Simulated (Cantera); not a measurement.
Charge: 1 mol BCl₃, 1.3 mol O₂, 0.12 mol H₂, 7.8 mol N₂, equilibrated at 1800 K and 37.0 mbar.

Equilibrium computed with Cantera from the NASA thermochemical tables; the gas is ideal and each condensed phase is pure. Candidate condensed phases: B, BN, B₂O₃, B₃O₃H₃, H₂O, NH₄Cl; 49 gas species. The tables' values for BOCl are old estimates; treat these amounts as uncertain. Rates play no part.

**Question.** What is the equilibrium state?

**Answer.** 
- x(N₂) = 0.668
- x(Cl) = 0.200
- x(O₂) = 0.0471
- x(B₂O₃) = 0.0355
- x(HCl) = 0.0180
- x(Cl₂) = 0.0148
- x(BOCl) = 0.00942
- x(BO₂) = 0.00288
- x(HBO₂) = 0.00249
- gas amount = 11.67 mol
- log10 activity of B(s) (absent) = -10.47
- log10 activity of B₃O₃H₃(s) (absent) = -30.84
